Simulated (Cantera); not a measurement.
An adiabatic, constant-volume homogeneous reactor starts with 15.7 % H₂, 17.1 % O₂, 64.1 % N₂, 3.13 % H₂O, equivalence ratio 0.46, at 1775 K and 1.30 bar.

Computed with Cantera and GRI-Mech 3.0 (53 species, 325 reactions).

Problem. Predict: time of steepest temperature rise; temperature at 3.00 s; equilibrium temperature; x(H₂) at 3.00 s; x(O₂) at 3.00 s; x(H₂O) at 3.00 s; x(OH) at 3.00 s; x(NO) at 3.00 s.

Solution. 
```json
{
 "time_of_steepest_temperature_rise": "5.71 µs",
 "temperature at 3.00 s": "2729 K",
 "equilibrium_temperature": "2729 K",
 "x(H₂) at 3.00 s": "0.00749 (gas-phase equilibrium 0.00749)",
 "x(O₂) at 3.00 s": "0.0830 (gas-phase equilibrium 0.0830)",
 "x(H₂O) at 3.00 s": "0.178 (gas-phase equilibrium 0.178)",
 "x(OH) at 3.00 s": "0.0253 (gas-phase equilibrium 0.0253)",
 "x(NO) at 3.00 s": "0.0194 (gas-phase equilibrium 0.0194)"
}
```
